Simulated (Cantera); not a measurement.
A freely propagating, adiabatic, planar premixed flame of 11.0 % CH4, 0.551 % H2, 18.6 % O2, 69.8 % N2, equivalence ratio 1.2, unburnt at 423 K and 0.197 atm; mixture-averaged transport, grid criteria slope 0.08 and curve 0.16, no radiation.

Detailed kinetics in Cantera: GRI-Mech 3.0 (53 species, 325 reactions). Burning velocities carry a grid error of a few per cent, more on coarse grids.

x: mole fraction of selected species; z is measured from the peak of heat release.

```tsv
z (mm)	T (K)	u (m/s)	x CH4	x H2	x O2	x C2H2	x CH3	x CH2O
-4.53	423	0.932	0.110	0.00626	0.186	<1e-8	<1e-8	<1e-8
-3.02	424	0.935	0.110	(withheld)	0.186	<1e-8	(withheld)	(withheld)
-2.27	428	0.948	0.109	0.0118	0.185	1.01e-7	9.64e-7	2.95e-6
-1.51	488	1.09	0.105	0.0198	0.180	2.97e-6	1.52e-5	5.22e-5
-0.755	931	2.13	0.0748	0.0341	0.146	6.08e-5	0.000655	0.000506
-0.378	1357	3.14	0.0411	0.0410	0.103	0.000188	0.00343	0.000988
0	(withheld)	4.06	(withheld)	0.0426	(withheld)	(withheld)	0.00364	(withheld)
0.378	1902	4.47	0.00121	0.0371	0.0244	0.000144	0.000776	0.000174
0.755	1941	4.55	7.34e-5	0.0328	0.0128	1.49e-5	6.03e-5	1.53e-5
1.51	1960	4.57	2.25e-7	0.0317	0.00749	7.28e-8	2.17e-7	5.54e-8
3.02	1978	4.60	<1e-8	0.0324	0.00621	<1e-8	<1e-8	<1e-8
6.04	2003	4.65	<1e-8	0.0322	0.00553	<1e-8	<1e-8	<1e-8
12.1	2039	4.72	<1e-8	0.0314	0.00461	<1e-8	<1e-8	<1e-8
```

Task: Fill in the missing entries.

Result: 
- -3.02, x H2: 0.00842
- -3.02, x CH3: 1.29e-7
- -3.02, x CH2O: 2.83e-7
- 0, T (K): 1734
- 0, x CH4: 0.0111
- 0, x O2: 0.0540
- 0, x C2H2: 0.000362
- 0, x CH2O: 0.000721
